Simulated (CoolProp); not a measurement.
Vapour-liquid equilibrium of propylene (1) + R22 (2) at 2730 kPa; x and y are mole fractions of (1).

Model: multi-fluid Helmholtz-energy mixture model, Lemmon 2013 and Kamei 1995; pair parameters Bell 2016, in CoolProp.

**Question.** Give the bubble temperature and the first vapour's composition at x = 0.125, 0.35, 0.5. Is there an azeotrope?

**Answer.** x = 0.125: 337.0 K, y = 0.140; x = 0.35: 335.2 K, y = 0.365; x = 0.5: 334.7 K, y = 0.506. y crosses x between x = 0.575 and 0.65: the model has an azeotrope there.

The pair parameters rest on a limited set of measurements; away from them the model extrapolates.
